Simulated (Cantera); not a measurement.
An isothermal, constant-pressure homogeneous reactor starts with 1.28 % CH₂O, 0.413 % O₂, 98.3 % N₂, equivalence ratio 3.1, at 1150 K and 16.8 atm.

Cantera simulation using GRI-Mech 3.0 (53 species, 325 reactions); the numbers are that mechanism's predictions, not measurements. The pressure lies above the range GRI-Mech 3.0 was tuned for (to about 10 atm).

One state of this run: x CH₂O = 3.73e-7; x O₂ = 0.00113; x OH = 9.48e-8; x N₂O = 1.04e-8; x C₂H₂ = 1.46e-12; x O = 5.49e-8. x: mole fraction; the columns are a selection and need not sum to one.

Which value of t (s) does it belong to?
A) 0.000585
B) 0.00162
C) 0.0342
D) 0.262

B, 0.00162
